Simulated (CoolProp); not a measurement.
R113 at several states: Z from the reference equation and from simpler models built on Tc = 214.1 °C, pc = 33.92 bar, ω = 0.253; each cubic takes its own stable root.

Values from CoolProp's reference Helmholtz-energy equation of state, Marx 1992.

| T (°C) | p (bar) | phase | reference |
|---|---|---|---|
| -3.35 | 79.9 | liquid | 0.4054 |
| 121.65 | 0.929 | gas | 0.9815 |
| 124.65 | 21.9 | liquid | 0.09502 |
| 214.15 | 15.7 | gas | 0.8223 |
| 101.65 | 104 | liquid | 0.4413 |
| 99.15 | 144 | liquid | 0.6056 |

Task: How far does each simpler model (van der Waals, Redlich-Kwong, Soave-Redlich-Kwong, Peng-Robinson) lie from the reference over these 6 states: mean and median of the absolute difference, and the worst?

Result: 
- van der Waals: mean 37.3 %, median 50.4 %, worst +61.1 % at 124.65 °C and 21.9 bar
- Redlich-Kwong: mean 6.9 %, median 8.6 %, worst +14.8 % at 124.65 °C and 21.9 bar
- Soave-Redlich-Kwong: mean 4.8 %, median 5.9 %, worst +9.7 % at 124.65 °C and 21.9 bar
- Peng-Robinson: mean 3.6 %, median 3.9 %, worst -6.1 % at 99.15 °C and 144 bar
